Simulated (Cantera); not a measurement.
A freely propagating, adiabatic, planar premixed flame of CH4 : C2H6 : C3H8 : O2 : N2 = 1 : 0.48 : 0.26 : 3.56 : 13.4 (molar parts), equivalence ratio 1.4, unburnt at 325 K and 0.370 bar; mixture-averaged transport, grid criteria slope 0.08 and curve 0.16, no radiation.

Detailed kinetics in Cantera: GRI-Mech 3.0 (53 species, 325 reactions). GRI-Mech 3.0 was tuned for natural gas; its chemistry of propane as a main component is partial and can be far from experiment. Burning velocities carry a grid error of a few per cent, more on coarse grids.

**Question.** What does this change do: C3H8 0.26 to 0.2 parts?

**Answer.** 
| quantity | before | after |
|---|---|---|
| laminar burning velocity | 36.6 cm/s | 45.8 cm/s |
| thermal thickness | 1.21 mm | 1.01 mm |
| peak x(HCO) | 3.85e-5 | 5.46e-5 |
| peak x(CH2O) | 0.00152 | 0.00147 |
| peak x(CH2) | 6.84e-5 | 7.73e-5 |
